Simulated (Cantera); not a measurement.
Mixture: CH4 : O2 : N2 = 1 : 3.85 : 14.5 (molar parts), equivalence ratio 0.52, at 18.0 bar, adiabatic and at constant volume. Ignition delay is the time to a rise of 400 K.

Cantera simulation using GRI-Mech 3.0 (53 species, 325 reactions); the numbers are that mechanism's predictions, not measurements. The pressure lies above the range GRI-Mech 3.0 was tuned for (to about 10 atm).

Problem. What does this change do: pressure from 18.0 bar to 0.340 bar?

Solution. 
```json
[
 {"quantity": "delay at 1175 K", "before": "2.61 ms", "after": "0.109 s"},
 {"quantity": "delay at 1375 K", "before": "0.271 ms", "after": "7.50 ms"},
 {"quantity": "delay at 1575 K", "before": "44.7 µs", "after": "1.22 ms"},
 {"quantity": "delay at 1775 K", "before": "10.3 µs", "after": "0.331 ms"},
 {"quantity": "delay at 1975 K", "before": "3.17 µs", "after": "0.119 ms"},
 {"quantity": "apparent activation energy between 1875 and 2075 K", "before": "170 kJ/mol", "after": "150 kJ/mol"}
]
```
